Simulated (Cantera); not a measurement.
What does this Cantera script print?

```python
import numpy as np
import cantera as ct

surf = ct.Interface("ptcombust.yaml", "Pt_surf")
gas = surf.adjacent["gas"]
gas.TPX = 1075, 77000, {'CH4': 0.0026, 'O2': 0.11, 'N2': 0.79, 'H2O': 0.079}
surf.TP = 1075, 77000
reactor = ct.FlowReactor(gas, clone=False)
reactor.area = 0.0001  # m2
reactor.surface_area_to_volume_ratio = 8600  # 1/m
reactor.mass_flow_rate = 2.8 * reactor.area * gas.density  # inlet velocity 2.8 m/s
reactor.energy_enabled = False
wall = ct.ReactorSurface(surf, reactor, clone=False)
net = ct.ReactorNet([reactor])
net.rtol, net.atol = 1e-8, 1e-16
show, cover = ['CH4', 'O2', 'H2O', 'CO2', 'CO'], ['PT(S)', 'H(S)', 'O(S)', 'OH(S)', 'CO(S)', 'C(S)']

rows = []
print(f"{'z/m':>9s}{'u/(m/s)':>9s}" + "".join(f"{s:>13s}" for s in show + cover))
for z in [0.00046, 0.00077, 0.0013, 0.0022, 0.0036, 0.006, 0.01, 0.017, 0.028, 0.046]:
    net.advance(z)
    rows.append([reactor.speed, *gas[show].X, *surf[cover].coverages])
    print(f"{z:9.4g}{rows[-1][0]:9.3g}" + "".join(f"{x:13.4e}" for x in rows[-1][1:]))
```

It prints:

```
      z/m  u/(m/s)          CH4           O2          H2O          CO2           CO        PT(S)         H(S)         O(S)        OH(S)        CO(S)         C(S)
  0.00046      2.8   2.0816e-03   1.1093e-01   8.1610e-02   5.6227e-04   1.5785e-06   2.8724e-01   1.8155e-06   7.0875e-01   3.9867e-03   2.0068e-06   1.7851e-08
  0.00077      2.8   1.7689e-03   1.1031e-01   8.2233e-02   8.7353e-04   1.3428e-06   2.8750e-01   1.8251e-06   7.0848e-01   4.0027e-03   1.7095e-06   1.5206e-08
   0.0013      2.8   1.3382e-03   1.0945e-01   8.3091e-02   1.3022e-03   1.0176e-06   2.8785e-01   1.8383e-06   7.0811e-01   4.0248e-03   1.2978e-06   1.1542e-08
   0.0022      2.8   8.3217e-04   1.0845e-01   8.4099e-02   1.8063e-03   6.3444e-07   2.8827e-01   1.8539e-06   7.0766e-01   4.0506e-03   8.1037e-07   7.2061e-09
   0.0036      2.8   3.9670e-04   1.0758e-01   8.4968e-02   2.2405e-03   3.0371e-07   2.8863e-01   1.8673e-06   7.0728e-01   4.0727e-03   3.8779e-07   3.4469e-09
    0.006      2.8   1.1126e-04   1.0701e-01   8.5539e-02   2.5257e-03   8.6317e-08   2.8887e-01   1.8762e-06   7.0702e-01   4.0872e-03   1.0919e-07   9.6898e-10
     0.01      2.8   1.3479e-05   1.0681e-01   8.5736e-02   2.6242e-03   1.1524e-08   2.8895e-01   1.8793e-06   7.0694e-01   4.0922e-03   1.3410e-08   1.1748e-10
    0.017      2.8   3.6857e-07   1.0678e-01   8.5763e-02   2.6383e-03   1.2431e-09   2.8897e-01   1.8797e-06   7.0692e-01   4.0929e-03   5.1655e-10   3.2127e-12
    0.028      2.8   2.5357e-09   1.0678e-01   8.5765e-02   2.6395e-03   7.0511e-10   2.8897e-01   1.8797e-06   7.0692e-01   4.0930e-03   1.1602e-10   2.2091e-14
    0.046      2.8   1.7026e-11   1.0678e-01   8.5767e-02   2.6404e-03   4.4932e-10   2.8897e-01   1.8797e-06   7.0692e-01   4.0930e-03   7.2564e-11   1.4843e-16
```

Model: Deutschmann's 1995 Pt surface mechanism with GRI-Mech 3.0 gas chemistry, integrated in Cantera. Catalytic surfaces can have several steady states; this one follows from the mechanism file's or the stated starting coverage. Mass transfer to the wall is taken as infinitely fast.
